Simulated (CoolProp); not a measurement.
A single-stage vapour-compression cycle with the fluid: evaporating at 248.15 K (dew point), condensing at 302.15 K (bubble point), superheat 2 K, subcooling 8 K, compressor efficiency 0.9, no pressure losses. The same conditions are run with several fluids, on thermodynamics alone (safety and materials aside).

The numbers come from the reference Helmholtz-energy equation of state of each fluid (hydrogen sulfide: Lemmon 2006; R115: Lemmon 2016; trans-2-butene: Lemmon 2005; c-C4F8 (RC318): Platzer 1990; C3F8 (R218): Lemmon 2006; propylene: Lemmon 2013) in CoolProp. The equations of Platzer and Polt are older, rougher fits.

**Question.** Rank hydrogen sulfide, R115, trans-2-butene, c-C4F8 (RC318), C3F8 (R218), propylene by cooling COP, highest first.

**Answer.** trans-2-butene (3.60), propylene (3.40), hydrogen sulfide (3.35), c-C4F8 (RC318) (3.18), R115 (3.11), C3F8 (R218) (2.80)

```csv
fluid,pressure ratio,discharge temperature (K),refrigerating effect (kJ/kg),volumetric capacity (kJ/m³)
hydrogen sulfide,4.85,382.2,407,3260
R115,5.46,302.1,74.2,1080
trans-2-butene,7.92,316.4,329,303
c-C4F8 (RC318),8.27,302.1,76.5,322
C3F8 (R218),5.75,302.2,53.0,866
propylene,4.99,324.3,303,1680
```

The compression ends wet for: R115; c-C4F8 (RC318); C3F8 (R218).
